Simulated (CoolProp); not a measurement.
A single-stage vapour-compression cycle with tetrahydrofuran: evaporating at 326.15 K (dew point), condensing at 364.15 K (bubble point), superheat 5 K, subcooling 5 K, compressor efficiency 0.8, no pressure losses. Each further row changes one setting.

Computed with CoolProp (reference Helmholtz-energy equation of state, Fiedler 2023).

```csv
case,cooling COP,pressure ratio,discharge temperature (K),refrigerating effect (kJ/kg),volumetric capacity (kJ/m³)
as stated,?,3.28,378.7,369,644
evaporating temperature 331.15 K,?,2.75,376.8,?,?
condensing temperature 359.15 K,7.42,2.85,373.1,379,661
subcooling 10 K,?,3.28,378.7,379,661
superheat 15 K,6.36,3.28,?,381,645
compressor efficiency 0.7,5.55,3.28,384.4,369,644
```

**Question.** Complete the blanks.

**Answer.** 
- as stated, cooling COP: 6.35
- evaporating temperature 331.15 K, cooling COP: 7.53
- evaporating temperature 331.15 K, refrigerating effect (kJ/kg): 375
- evaporating temperature 331.15 K, volumetric capacity (kJ/m³): 769
- subcooling 10 K, cooling COP: 6.52
- superheat 15 K, discharge temperature (K): 388.4
